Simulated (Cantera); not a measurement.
A Cantera script and its output.

```python
import numpy as np
import cantera as ct

gas = ct.Solution("gri30.yaml")
gas.TPX = 1275, 500000, {'CO': 0.0072, 'O2': 0.037, 'H2O': 0.022, 'N2': 1}
inlet = ct.Reservoir(gas, clone=True)

reactor = ct.IdealGasConstPressureReactor(gas, energy="off", clone=False)
exhaust = ct.Reservoir(gas, clone=True)
tau = [16, 5.1, 1.6, 0.53, 0.17, 0.055, 0.018, 0.0057, 0.0018, 0.00059, 0.00019][0]
for a, b in ((inlet, reactor), (reactor, exhaust)):
    ct.MassFlowController(a, b, mdot=lambda t: reactor.mass / tau)
net = ct.ReactorNet([reactor])
show = ['CO', 'O2', 'H2O', 'NO', 'OH', 'N2O', 'O']

rows = []
print(f"{'tau/s':>10s}{'T/K':>9s}" + "".join(f"{s:>11s}" for s in show))
for tau in [16, 5.1, 1.6, 0.53, 0.17, 0.055, 0.018, 0.0057, 0.0018, 0.00059, 0.00019]:
    net.initial_time = 0.0
    net.advance(30 * tau)
    before = gas.X
    net.advance(40 * tau)
    drift = np.max(np.abs(gas.X - before) / (gas.X + 1e-9))
    rows.append([gas.T, *gas[show].X, drift])
    print(f"{tau:10.3e}{gas.T:9.1f}" + "".join(f"{x:11.3e}" for x in gas[show].X))
```

Output:

```
     tau/s      T/K         CO         O2        H2O         NO         OH        N2O          O
 1.600e+01   1275.0  8.149e-06  3.144e-02  2.070e-02  4.637e-08  3.660e-06  1.573e-07  6.194e-08
 5.100e+00   1275.0  1.910e-05  3.144e-02  2.070e-02  5.252e-08  4.887e-06  2.928e-07  1.206e-07
 1.600e+00   1275.0  4.524e-05  3.145e-02  2.070e-02  6.096e-08  6.544e-06  5.367e-07  2.477e-07
 5.300e-01   1275.0  1.029e-04  3.148e-02  2.070e-02  6.685e-08  8.592e-06  8.649e-07  5.148e-07
 1.700e-01   1275.0  2.386e-04  3.154e-02  2.069e-02  6.355e-08  1.129e-05  1.149e-06  1.141e-06
 5.500e-02   1275.0  5.367e-04  3.169e-02  2.069e-02  4.985e-08  1.474e-05  1.188e-06  2.570e-06
 1.800e-02   1275.0  1.137e-03  3.197e-02  2.067e-02  3.278e-08  1.911e-05  1.007e-06  5.600e-06
 5.700e-03   1275.0  2.239e-03  3.251e-02  2.065e-02  1.764e-08  2.446e-05  7.153e-07  1.138e-05
 1.800e-03   1275.0  3.813e-03  3.326e-02  2.062e-02  7.606e-09  2.945e-05  4.136e-07  1.945e-05
 5.900e-04   1275.0  5.332e-03  3.400e-02  2.060e-02  2.523e-09  3.089e-05  1.844e-07  2.520e-05
 1.900e-04   1275.0  6.328e-03  3.448e-02  2.060e-02  4.419e-10  2.405e-05  5.251e-08  2.166e-05
```

Computed with Cantera and GRI-Mech 3.0 (53 species, 325 reactions).
